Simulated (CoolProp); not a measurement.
A simple Rankine cycle with R245fa: condensing at 291.15 K, boiler at 3.15 MPa, turbine inlet 439 K, turbine efficiency 0.85, pump efficiency 0.6, no recuperator. Each further row changes one setting.

Computed with CoolProp (reference Helmholtz-energy equation of state, Akasaka 2015).

```csv
case,thermal efficiency (%),net work (kJ/kg),heat in (kJ/kg),turbine exit temperature (K),volume ratio over the turbine
as stated,___,___,301,346.9,32.5
condensing temperature 283.15 K,19.3,___,311,___,44.3
boiler pressure 2.2 MPa,16.9,53.6,318,364.6,20.0
turbine efficiency 0.75,15.8,47.6,301,353.9,___
```

### Question
Fill in the missing entries.

### Answer

- as stated, thermal efficiency (%): 18.1
- as stated, net work (kJ/kg): 54.4
- condensing temperature 283.15 K, net work (kJ/kg): 60.0
- condensing temperature 283.15 K, turbine exit temperature (K): 340.5
- turbine efficiency 0.75, volume ratio over the turbine: 33.2
